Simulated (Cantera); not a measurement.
Cantera run, input and output.

```python
import numpy as np
import cantera as ct

gas = ct.Solution("gri30.yaml")
gas.TPX = 1198, 770000, {'CH4': 1, 'O2': 5.71, 'N2': 21.5, 'H2O': 0.62}
reactor = ct.IdealGasConstPressureReactor(gas, energy="on", clone=False)
net = ct.ReactorNet([reactor])
net.rtol, net.atol = 1e-08, 1e-16
show = ['CH4', 'O2', 'H2O', 'HCO', 'HCN', 'CH2CO']
times = np.geomspace(5e-06, 4, 12)

steps = ct.SolutionArray(gas, extra=["t"])
rows = []
print(f"{'t/s':>10s}{'T/K':>9s}{'P/Pa':>11s}" + "".join(f"{s:>11s}" for s in show))
for t in times:
    while net.time < t:
        t_next = net.step()
        steps.append(gas.state, t=t_next)
    rows.append([np.interp(t, steps.t, y) for y in (steps.T, steps.P, *steps(*show).X.T)])
    print(f"{t:10.3e}{rows[-1][0]:9.1f}{rows[-1][1]:11.4g}" + "".join(f"{x:11.3e}" for x in rows[-1][2:]))
rate = np.gradient(steps.T, steps.t)
print("integrator steps:", len(steps.t))
if steps.T.max() > steps.T[0] + 200:
    print(f"time of steepest temperature rise: {steps.t[rate.argmax()]:.4e} s")
gas.TPX = 1198, 770000, {'CH4': 1, 'O2': 5.71, 'N2': 21.5, 'H2O': 0.62}
gas.equilibrate("HP")
print(f"equilibrium (HP): T = {gas.T:.1f} K  " + "  ".join(f"{s} {gas[s].X[0]:.3e}" for s in show))
```

Output:

```
       t/s      T/K       P/Pa        CH4         O2        H2O        HCO        HCN      CH2CO
 5.000e-06   1198.0    7.7e+05  3.469e-02  1.981e-01  2.151e-02  1.054e-16  1.875e-24  1.091e-23
 1.720e-05   1198.0    7.7e+05  3.469e-02  1.981e-01  2.151e-02  1.294e-15  2.290e-23  7.621e-21
 5.919e-05   1198.0    7.7e+05  3.469e-02  1.981e-01  2.151e-02  1.748e-14  3.077e-22  5.442e-18
 2.037e-04   1198.0    7.7e+05  3.468e-02  1.981e-01  2.151e-02  3.422e-13  6.181e-21  7.335e-15
 7.007e-04   1198.1    7.7e+05  3.466e-02  1.980e-01  2.153e-02  1.329e-11  3.497e-19  2.124e-11
 2.411e-03   1200.5    7.7e+05  3.427e-02  1.977e-01  2.187e-02  3.989e-10  2.242e-17  1.374e-08
 8.295e-03   1943.0    7.7e+05  6.052e-18  1.284e-01  9.045e-02  1.448e-13  1.093e-14  7.457e-20
 2.854e-02   1942.9    7.7e+05 -3.109e-23  1.284e-01  9.045e-02  1.446e-13  4.673e-16 -4.346e-25
 9.820e-02   1942.6    7.7e+05  3.521e-24  1.284e-01  9.045e-02  1.439e-13  4.573e-16 -1.044e-26
 3.379e-01   1941.7    7.7e+05  4.260e-24  1.282e-01  9.045e-02  1.417e-13  4.273e-16  2.626e-27
 1.163e+00   1938.8    7.7e+05  3.948e-24  1.275e-01  9.046e-02  1.351e-13  3.589e-16  2.322e-27
 4.000e+00   1933.7    7.7e+05  3.459e-24  1.264e-01  9.047e-02  1.242e-13  2.823e-16  1.890e-27
integrator steps: 1838
time of steepest temperature rise: 4.2952e-03 s
equilibrium (HP): T = 1931.9 K  CH4 5.095e-24  O2 1.261e-01  H2O 9.047e-02  HCO 1.206e-13  HCN 2.630e-16  CH2CO 2.330e-27
```

Model: GRI-Mech 3.0 (53 species, 325 reactions), integrated in Cantera.
